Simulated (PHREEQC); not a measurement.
## Copper plating or etch bath: an equilibrium model

Make-up at 20 °C: 0.0046 mol/kgw Cu(NO3)2 and 0.1 mol/kgw HBF4. Closed to the air; pH follows from the charge balance.

All values are PHREEQC results (ion-association model, phreeqc.dat), not measurements.

* **pH**: 1.10
* **ionic strength**: 0.111 mol/kgw
* **total alkalinity**: -400 meq/kg

```tsv
species	molality	activity	log γ
H+	0.0974	0.0801	-0.085
BF4-	0.0948	0.0736	-0.110
HF	0.0135	0.0138	0.011
NO3-	0.00920	0.00687	-0.127
Cu+2	0.00460	0.00180	-0.407
H3BO3	0.00275	0.00282	0.011
BF3OH-	0.00229	0.00178	-0.110
BF2(OH)2-	0.000188	0.000146	-0.110
F-	0.000167	0.000126	-0.122
HF2-	8.23e-6	6.39e-6	-0.110
CuF+	5.05e-6	3.93e-6	-0.110
BF(OH)3-	1.72e-7	1.34e-7	-0.110
```

No solid was allowed to form. Real BF4- forms and hydrolyses slowly; the run takes it at equilibrium.
